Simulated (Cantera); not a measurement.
A Cantera script and what it prints.

```python
import numpy as np
import cantera as ct

gas_names = """
    O2 N2
""".split()
cond_names = """
    Cr(cr) CrN(s) Cr2N(s) Cr2O3(s)
""".split()


# ... load() reads the species with a 1 bar reference pressure and builds the phases ...
species = {s.name: s for s in load("nasa_gas.yaml", gas_names) + load("nasa_condensed.yaml", cond_names)}
T = 1525
g = {n: (s.thermo.h(T) - T * s.thermo.s(T)) / (ct.gas_constant * T * np.log(10)) for n, s in species.items()}
valid = cond_names  # the entries whose range holds T


def stable(la, lb):
    # potentials (over RT ln 10) of the two non-metals from log10 p(O2) and log10 p(N2) in bar
    mu = {}
    mu["O"] = (g["O2"] + la) / 2
    mu["N"] = (g["N2"] + lb) / 2
    cost = {}
    for n in valid:
        c = species[n].composition
        cost[n] = (g[n] - sum(c.get(e, 0) * m for e, m in mu.items())) / c["Cr"]
    return min(cost, key=cost.get)


results = []
for lb in [0, -0.7, -1.4, -2.1, -2.8, -3.5, -4.2, -4.8, -5.5, -6.2, -6.9, -7.6, -8.3, -9]:
    row = [stable(la, lb) for la in [-19, -18, -17, -16, -15, -14, -13, -12, -11, -10, -9, -8, -7, -6, -5, -4, -3, -2, -1, 0, 1]]
    results.append(row)
    print(f"{lb:6.1f}  " + " ".join(f"{valid.index(n):x}" for n in row))
print("key: " + ", ".join(f"{i:x} {n}" for i, n in enumerate(valid)))
```

Result:

```
   0.0  2 2 2 3 3 3 3 3 3 3 3 3 3 3 3 3 3 3 3 3 3
  -0.7  2 2 2 3 3 3 3 3 3 3 3 3 3 3 3 3 3 3 3 3 3
  -1.4  0 0 0 3 3 3 3 3 3 3 3 3 3 3 3 3 3 3 3 3 3
  -2.1  0 0 0 3 3 3 3 3 3 3 3 3 3 3 3 3 3 3 3 3 3
  -2.8  0 0 0 3 3 3 3 3 3 3 3 3 3 3 3 3 3 3 3 3 3
  -3.5  0 0 0 3 3 3 3 3 3 3 3 3 3 3 3 3 3 3 3 3 3
  -4.2  0 0 0 3 3 3 3 3 3 3 3 3 3 3 3 3 3 3 3 3 3
  -4.8  0 0 0 3 3 3 3 3 3 3 3 3 3 3 3 3 3 3 3 3 3
  -5.5  0 0 0 3 3 3 3 3 3 3 3 3 3 3 3 3 3 3 3 3 3
  -6.2  0 0 0 3 3 3 3 3 3 3 3 3 3 3 3 3 3 3 3 3 3
  -6.9  0 0 0 3 3 3 3 3 3 3 3 3 3 3 3 3 3 3 3 3 3
  -7.6  0 0 0 3 3 3 3 3 3 3 3 3 3 3 3 3 3 3 3 3 3
  -8.3  0 0 0 3 3 3 3 3 3 3 3 3 3 3 3 3 3 3 3 3 3
  -9.0  0 0 0 3 3 3 3 3 3 3 3 3 3 3 3 3 3 3 3 3 3
key: 0 Cr(cr), 1 CrN(s), 2 Cr2N(s), 3 Cr2O3(s)
```

Standard-state values (1 bar) from the NASA 1993 polynomials, evaluated with Cantera.
